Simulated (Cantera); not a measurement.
A freely propagating, adiabatic, planar premixed flame of CH4 : H2 : O2 : N2 = 1 : 0.36 : 1.56 : 7.16 (molar parts), equivalence ratio 1.4, unburnt at 700 K and 100.0 Torr; mixture-averaged transport, grid criteria slope 0.08 and curve 0.16, no radiation.

Model: GRI-Mech 3.0 (53 species, 325 reactions), integrated in Cantera. Burning velocities carry a grid error of a few per cent, more on coarse grids.

x: mole fraction of selected species; z is measured from the peak of heat release.

```json
[
 {"z (mm)": "-6.94", "T (K)": "700", "u (m/s)": "1.76", "x CH4": "0.0990", "x H2": "0.0369", "x O2": "0.155", "x H2O": "4.82e-5", "x H": "7.35e-8", "x HO2": "1.09e-6"},
 {"z (mm)": "-4.63", "T (K)": "704", "u (m/s)": "1.78", "x CH4": "0.0985", "x H2": "0.0395", "x O2": "0.154", "x H2O": "?", "x H": "?", "x HO2": "?"},
 {"z (mm)": "-3.47", "T (K)": "716", "u (m/s)": "1.81", "x CH4": "0.0974", "x H2": "0.0426", "x O2": "0.153", "x H2O": "0.00192", "x H": "8.62e-6", "x HO2": "1.44e-5"},
 {"z (mm)": "-2.31", "T (K)": "779", "u (m/s)": "1.99", "x CH4": "0.0925", "x H2": "0.0487", "x O2": "0.149", "x H2O": "0.00913", "x H": "5.62e-5", "x HO2": "2.08e-5"},
 {"z (mm)": "-1.16", "T (K)": "1116", "u (m/s)": "2.90", "x CH4": "0.0660", "x H2": "0.0596", "x O2": "0.121", "x H2O": "0.0462", "x H": "0.000528", "x HO2": "5.04e-5"},
 {"z (mm)": "-0.579", "T (K)": "1452", "u (m/s)": "3.82", "x CH4": "0.0369", "x H2": "0.0649", "x O2": "0.0847", "x H2O": "0.0852", "x H": "0.00196", "x HO2": "9.44e-5"},
 {"z (mm)": "0", "T (K)": "1763", "u (m/s)": "4.70", "x CH4": "0.0112", "x H2": "0.0654", "x O2": "0.0439", "x H2O": "0.125", "x H": "0.00574", "x HO2": "5.25e-5"},
 {"z (mm)": "0.579", "T (K)": "1924", "u (m/s)": "5.15", "x CH4": "0.00173", "x H2": "0.0604", "x O2": "0.0179", "x H2O": "0.148", "x H": "0.0105", "x HO2": "7.98e-6"},
 {"z (mm)": "1.16", "T (K)": "1973", "u (m/s)": "5.27", "x CH4": "0.000184", "x H2": "0.0559", "x O2": "0.00703", "x H2O": "0.157", "x H": "0.0138", "x HO2": "8.25e-7"},
 {"z (mm)": "2.31", "T (K)": "1990", "u (m/s)": "5.31", "x CH4": "2.05e-6", "x H2": "0.0543", "x O2": "0.00193", "x H2O": "0.159", "x H": "0.0159", "x HO2": "1.32e-7"},
 {"z (mm)": "4.63", "T (K)": "1998", "u (m/s)": "5.32", "x CH4": "<1e-8", "x H2": "0.0555", "x O2": "0.00117", "x H2O": "0.157", "x H": "0.0160", "x HO2": "9.10e-8"},
 {"z (mm)": "9.26", "T (K)": "2006", "u (m/s)": "5.34", "x CH4": "<1e-8", "x H2": "0.0560", "x O2": "0.00105", "x H2O": "0.157", "x H": "0.0153", "x HO2": "8.34e-8"},
 {"z (mm)": "18.5", "T (K)": "2019", "u (m/s)": "5.36", "x CH4": "<1e-8", "x H2": "0.0561", "x O2": "?", "x H2O": "0.158", "x H": "0.0141", "x HO2": "?"}
]
```

Task: What belongs in the gaps?

Result: 
- -4.63, x H2O: 0.000526
- -4.63, x H: 1.70e-6
- -4.63, x HO2: 7.23e-6
- 18.5, x O2: 0.000911
- 18.5, x HO2: 7.47e-8
